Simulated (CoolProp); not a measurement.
R142b at 293.15 K and 6.48 MPa flows at 0.19 m/s in a round tube of 1 mm bore and 0.25 µm roughness, fully developed (64/Re and Nu = 3.66 if laminar; Colebrook and Gnielinski if turbulent). Each further row changes one setting.

Model: reference Helmholtz-energy equation of state, Lemmon 2006, in CoolProp. It is a short technical equation, of lower accuracy than the large ones.

```
case               Reynolds number  Darcy friction factor  pressure drop (Pa/m)  heat-transfer coefficient (W/(m² K))  mass flow (kg/h)
-----------------  ---------------  ---------------------  --------------------  ------------------------------------  ----------------
as stated                      825                    ___                  1600                                   318               ___
velocity 0.38 m/s             1650                 0.0388                  3200                                   318              1.23
diameter 2 mm                 1650                 0.0388                   ___                                   ___              2.46
```

Problem. Complete the blanks.

Solution. 
- as stated, Darcy friction factor: 0.0776
- as stated, mass flow (kg/h): 0.614
- diameter 2 mm, pressure drop (Pa/m): 400
- diameter 2 mm, heat-transfer coefficient (W/(m² K)): 159

Viscosity comes from a separate model (Huber 2003), an estimate that may be off by 10 % or more. Thermal conductivity comes from a separate model (Huber 2003), an estimate that may be off by 10 % or more.
